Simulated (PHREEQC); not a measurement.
Solution (10 °C): 0.029 mol/kgw HF, 0.086 mol/kgw NH4F, 3e-07 mol/kgw H4SiO4 and 0.02 mol/kgw H2SO4. Closed to the air; pH follows from the charge balance.

Model: ion-association model, phreeqc.dat, run in PHREEQC.

**Question.** The ionic strength comes out as 0.0966 mol/kgw. What activity coefficients do HSO4-, NH4+, SO4-2, NH4SO4-, HF2- get?

**Answer.** HSO4- 0.79, NH4+ 0.75, SO4-2 0.38, NH4SO4- 0.79, HF2- 0.79.

Precipitation was switched off in this run. Complexes and solids missing from the database can't appear. At this temperature some constants are extrapolated from 25 °C, and those without enthalpy data are left unchanged. SiF6-2 is the database's only silicon fluoride.
